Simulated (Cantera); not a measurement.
An adiabatic, constant-pressure homogeneous reactor starts with CH4 : O2 : N2 = 1 : 2.27 : 8.55 (molar parts), at 1248 K and 1.00 bar. Integrator tolerance rtol = 1e-08.

Cantera simulation using GRI-Mech 3.0 (53 species, 325 reactions); the numbers are that mechanism's predictions, not measurements.

Q: What does this change do: initial temperature 1248 to 1198 K?

A: 
| quantity | before | after |
|---|---|---|
| time of steepest temperature rise | 22.0 ms | 44.3 ms |
| temperature at 0.100 s | 2594 K | 2573 K |
| equilibrium temperature | 2594 K | 2573 K |
| x(CH4) at 0.100 s | <1e-12 (gas-phase equilibrium <1e-12) | <1e-12 (gas-phase equilibrium <1e-12) |
| x(O2) at 0.100 s | 0.0280 (gas-phase equilibrium 0.0280) | 0.0275 (gas-phase equilibrium 0.0275) |
| x(OH) at 0.100 s | 0.0142 (gas-phase equilibrium 0.0142) | 0.0133 (gas-phase equilibrium 0.0133) |
| x(NO) at 0.100 s | 0.00933 (gas-phase equilibrium 0.00933) | 0.00894 (gas-phase equilibrium 0.00894) |
| x(O) at 0.100 s | 0.00381 (gas-phase equilibrium 0.00381) | 0.00343 (gas-phase equilibrium 0.00343) |
| x(N2O) at 0.100 s | 4.90e-7 (gas-phase equilibrium 4.90e-7) | 4.70e-7 (gas-phase equilibrium 4.70e-7) |

Q: What does this change do: constant volume in place of constant pressure?

A: 
```json
[
 {"quantity": "time of steepest temperature rise", "before": "22.0 ms", "after": "21.0 ms"},
 {"quantity": "temperature at 0.100 s", "before": "2594 K", "after": "2787 K"},
 {"quantity": "equilibrium temperature", "before": "2594 K", "after": "2787 K"},
 {"quantity": "x(CH4) at 0.100 s", "before": "<1e-12 (gas-phase equilibrium <1e-12)", "after": "<1e-12 (gas-phase equilibrium <1e-12)"},
 {"quantity": "x(O2) at 0.100 s", "before": "0.0280 (gas-phase equilibrium 0.0280)", "after": "0.0296 (gas-phase equilibrium 0.0296)"},
 {"quantity": "x(OH) at 0.100 s", "before": "0.0142 (gas-phase equilibrium 0.0142)", "after": "0.0191 (gas-phase equilibrium 0.0191)"},
 {"quantity": "x(NO) at 0.100 s", "before": "0.00933 (gas-phase equilibrium 0.00933)", "after": "0.0128 (gas-phase equilibrium 0.0128)"},
 {"quantity": "x(O) at 0.100 s", "before": "0.00381 (gas-phase equilibrium 0.00381)", "after": "0.00587 (gas-phase equilibrium 0.00587)"},
 {"quantity": "x(N2O) at 0.100 s", "before": "4.90e-7 (gas-phase equilibrium 4.90e-7)", "after": "1.02e-6 (gas-phase equilibrium 1.02e-6)"}
]
```
